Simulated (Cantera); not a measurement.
Feed: 1 mol SiH₄, 0.19 mol O₂, 0.16 mol H₂, 0.92 mol H₂O, at 1648.15 K and 10.0 mbar.

Method: chemical equilibrium by Gibbs-energy minimisation in Cantera with the NASA 1993 tables (ideal gas, pure condensed phases). Candidate condensed phases: H₂O, Si, SiO₂; 18 gas species. The tables hold silica as quartz up to 1696 K and as liquid above; real silica turns to tridymite and cristobalite and melts near 1996 K. The numbers say what is thermodynamically allowed, not how fast it happens.

Base state: H₂ 0.814, SiO 0.185, H 0.000805, H₂O 3.68e-5 (mole fractions); condensed: SiO₂(β-quartz).

### Question
What changes in the equilibrium state with this change: pressure from 10.0 mbar to 1.60 mbar?

### Answer
| species | before | after |
|---|---|---|
| H₂ | 0.814 | 0.813 |
| SiO | 0.185 | 0.185 |
| H | 0.000805 | 0.00201 |
| H₂O | 3.68e-5 | 0.000229 |
| SiO₂(β-quartz), mol | 0.300 | 0.299 |

### Question
What changes in the equilibrium state with this change: O₂ from 0.19 to 0.55 mol?

### Answer
```tsv
species	before	after
H₂	0.814	0.990
H₂O	3.68e-5	0.00758
SiO	0.185	0.00109
H	0.000805	0.000888
SiO₂(β-quartz), mol	0.300	0.997
```

### Question
What changes in the equilibrium state with this change: temperature from 1648.15 K to 975 K?

### Answer
```tsv
species	before	after
H₂	0.814	1.00
SiO	0.185	1.78e-8
H	0.000805	1.14e-8
H₂O	3.68e-5	<1e-9
SiO₂(β-quartz), mol	0.300	0.650
Si(s), mol	0	0.350
```
